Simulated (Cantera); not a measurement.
# Aluminium nitride and oxide growth: Al + NH₃ + H₂

Charge: 1 mol Al, 52 mol NH₃, 1.8 mol H₂, at 0.100 bar.

Method: chemical equilibrium by Gibbs-energy minimisation in Cantera with the NASA 1993 tables (ideal gas, pure condensed phases). Candidate condensed phases: Al, AlN; 13 gas species. Kinetics and transport are ignored.

From 1098 K to 2098 K the condensed part is AlN(s). At 2198 K nothing is condensed.

```csv
T (K),x H₂,x N₂,x H,x Al,n AlN(s)
1098,0.758,0.242,6.81e-8,<1e-12,1.00
1198,0.758,0.242,5.23e-7,<1e-12,1.00
1298,0.758,0.242,2.95e-6,1.38e-12,1.00
1398,0.758,0.242,1.30e-5,9.53e-11,1.00
1498,0.758,0.242,4.73e-5,3.71e-9,1.000
1598,0.758,0.242,0.000147,9.08e-8,1.000
1698,0.757,0.242,0.000398,1.52e-6,1.000
1798,0.757,0.242,0.000969,1.84e-5,0.998
1898,0.756,0.242,0.00215,0.000171,0.980
1998,0.752,0.242,0.00440,0.00127,0.855
2098,0.741,0.242,0.00838,0.00774,0.120
2198,0.734,0.242,0.0151,0.00884,0
```
x: gas mole fraction; n: condensed amount in mol.
